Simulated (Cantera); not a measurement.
Feed: 1 mol PbO, 1.5 mol C, 0.14 mol H2, at 10.0 mbar.

These are equilibrium values from Cantera (NASA tables, ideal gas, pure condensed phases), not measurements of a reactor. Candidate condensed phases: C, C6H6, C7H8, C8H18, H2O, Pb, PbO, PbO2, Pb3O4; 113 gas species. Equilibrium is a limit: real reactors are often held back by kinetics, nucleation or transport. All values below are at 1702 °C.

Base state: CO 0.466, Pb 0.466, H2 0.0635, H 0.00345, C2H2 (acetylene) 4.13e-5, Pb2 1.11e-5 (mole fractions); condensed: C(graphite).

**Question.** What changes in the equilibrium state with this change: C from 1.5 to 0.49 mol?

**Answer.** 
| species | before | after |
|---|---|---|
| Pb | 0.466 | 0.588 |
| CO2 | 6.28e-8 | 0.208 |
| CO | 0.466 | 0.0919 |
| PbO | 1.17e-9 | 0.0247 |
| H2O | 3.84e-8 | 0.0770 |
| H2 | 0.0635 | 0.00757 |
| OH | <1e-9 | 0.00115 |
| O2 | <1e-9 | 0.000587 |
| C(graphite), mol | 0.500 | 0 |
Gases not in the tables: (PbO)n polymers.
